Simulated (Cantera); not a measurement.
An adiabatic, constant-pressure homogeneous reactor starts with CH4 : O2 : N2 : H2O = 1 : 1.43 : 5.37 : 0.17 (molar parts), equivalence ratio 1.4, at 1475 K and 5.00 bar. Integrator tolerance rtol = 1e-08.

Detailed kinetics in Cantera: GRI-Mech 3.0 (53 species, 325 reactions).

Problem. What does this change do: pressure from 5.00 bar to 1.01 bar?

Solution. 
| quantity | before | after |
|---|---|---|
| time of steepest temperature rise | 0.537 ms | 1.86 ms |
| temperature at 2.00 s | 2788 K | 2703 K |
| equilibrium temperature | 2788 K | 2703 K |
| x(CH4) at 2.00 s | 2.17e-12 (gas-phase equilibrium 2.53e-12) | <1e-12 (gas-phase equilibrium <1e-12) |
| x(O2) at 2.00 s | 0.000919 (gas-phase equilibrium 0.000919) | 0.00201 (gas-phase equilibrium 0.00201) |
| x(H2O) at 2.00 s | 0.186 (gas-phase equilibrium 0.186) | 0.179 (gas-phase equilibrium 0.179) |
| x(H2O2) at 2.00 s | 1.55e-7 (gas-phase equilibrium 1.55e-7) | 8.50e-8 (gas-phase equilibrium 8.50e-8) |
| x(C2H) at 2.00 s | <1e-12 (gas-phase equilibrium <1e-12) | <1e-12 (gas-phase equilibrium <1e-12) |

Problem. What does this change do: CH4 1 to 0.3 parts?

Solution. 
| quantity | before | after |
|---|---|---|
| time of steepest temperature rise | 0.537 ms | 0.322 ms |
| temperature at 2.00 s | 2788 K | 2285 K |
| equilibrium temperature | 2788 K | 2285 K |
| x(CH4) at 2.00 s | 2.17e-12 (gas-phase equilibrium 2.53e-12) | <1e-12 (gas-phase equilibrium <1e-12) |
| x(O2) at 2.00 s | 0.000919 (gas-phase equilibrium 0.000919) | 0.108 (gas-phase equilibrium 0.108) |
| x(H2O) at 2.00 s | 0.186 (gas-phase equilibrium 0.186) | 0.103 (gas-phase equilibrium 0.103) |
| x(H2O2) at 2.00 s | 1.55e-7 (gas-phase equilibrium 1.55e-7) | 3.24e-7 (gas-phase equilibrium 3.24e-7) |
| x(C2H) at 2.00 s | <1e-12 (gas-phase equilibrium <1e-12) | <1e-12 (gas-phase equilibrium <1e-12) |
